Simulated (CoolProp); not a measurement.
Methane along the isotherm 183.3 K: fugacity coefficient from the reference equation and from simpler models built on Tc = 190.6 K, pc = 4599 kPa, ω = 0.011; each cubic takes its own stable root.

Model: reference Helmholtz-energy equation of state, Setzmann 1991, in CoolProp.

```csv
p (kPa),phase,reference
1050,gas,0.9155
2090,gas,0.8327
3140,gas,0.7479
4180,liquid,0.6283
5230,liquid,0.5226
6270,liquid,0.4528
7320,liquid,0.4026
8360,liquid,0.3656
9410,liquid,0.3367
10500,liquid,0.3130
11500,liquid,0.2955
```

Q: How far does each simpler model (van der Waals, Redlich-Kwong, Soave-Redlich-Kwong, Peng-Robinson) lie from the reference over these 11 states: mean and median of the absolute difference, and the worst?

A: 
- van der Waals: mean 11.2 %, median 12.3 %, worst +19.8 % at 183.3 K and 11500 kPa
- Redlich-Kwong: mean 1.4 %, median 1.5 %, worst +2.8 % at 183.3 K and 11500 kPa
- Soave-Redlich-Kwong: mean 1.4 %, median 1.5 %, worst +2.8 % at 183.3 K and 11500 kPa
- Peng-Robinson: mean 2.7 %, median 2.7 %, worst -3.4 % at 183.3 K and 11500 kPa
